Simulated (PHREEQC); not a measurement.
Copper plating or etch bath (model solution)

Dissolve 0.012 mol/kgw Cu(BF4)2, 0.019 mol/kgw HBF4 and 0.31 mol/kgw NaCl at 25 °C. Closed to the air; pH follows from the charge balance.

Model: ion-association model, phreeqc.dat, run in PHREEQC.

This is a speciation only: nothing precipitates in the calculation.

Problem. Predict the pH, activity of water, ionic strength.

Solution. pH 1.85; activity of water 0.988; ionic strength 0.359 mol/kgw.

Problem. In which forms is Cu present?

Solution. Cu+2 80 %, CuCl+ 18 %, CuCl2 1.3 % of the Cu.

Real BF4- forms and hydrolyses slowly; the run takes it at equilibrium.
